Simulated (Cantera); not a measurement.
An isothermal, constant-pressure homogeneous reactor starts with C2H6 : N2 = 0.15 : 4.1 (molar parts), at 1975 K and 0.00750 atm.

Detailed kinetics in Cantera: GRI-Mech 3.0 (53 species, 325 reactions). GRI-Mech 3.0 stops at C3 and has no aromatics, soot or wall deposition, so with more carbon than oxygen in the feed, carbon stays in small species such as C2H2 where larger ones or solid carbon would form. Radical loss at walls, strong at low pressure, is not modelled.

x: mole fraction; the columns are a selection and need not sum to one.

```tsv
t (s)	x C2H6	x C2H	x HCN	x C2H2	x CH3	x CH4	x H2
0.000900	1.59e-5	2.85e-5	6.38e-5	0.0184	0.00955	?	0.0403
0.00262	1.48e-6	1.75e-5	9.72e-5	0.0280	0.00285	?	0.0544
0.00765	3.42e-7	1.11e-5	0.000116	0.0306	0.00125	?	0.0593
0.0223	9.49e-8	8.24e-6	0.000131	0.0315	0.000621	?	0.0617
0.0651	2.63e-8	7.57e-6	0.000147	0.0321	0.000322	?	0.0634
0.190	4.84e-9	8.83e-6	0.000174	0.0326	0.000141	?	0.0646
0.553	3.07e-10	1.20e-5	0.000224	0.0328	3.78e-5	?	0.0650
1.61	1.60e-12	1.82e-5	0.000276	0.0328	3.02e-6	?	0.0648
4.70	<1e-12	2.88e-5	0.000283	0.0327	1.50e-7	?	0.0642
13.7	<1e-12	3.48e-5	0.000285	0.0327	8.80e-8	7.17e-8	0.0638
40.0	<1e-12	3.51e-5	0.000292	0.0327	8.86e-8	7.17e-8	0.0638
```

### Question
Complete the blanks.

### Answer

- 0.000900, x CH4: 0.00531
- 0.00262, x CH4: 0.00445
- 0.00765, x CH4: 0.00320
- 0.0223, x CH4: 0.00214
- 0.0651, x CH4: 0.00121
- 0.190, x CH4: 0.000455
- 0.553, x CH4: 8.93e-5
- 1.61, x CH4: 4.71e-6
- 4.70, x CH4: 1.48e-7
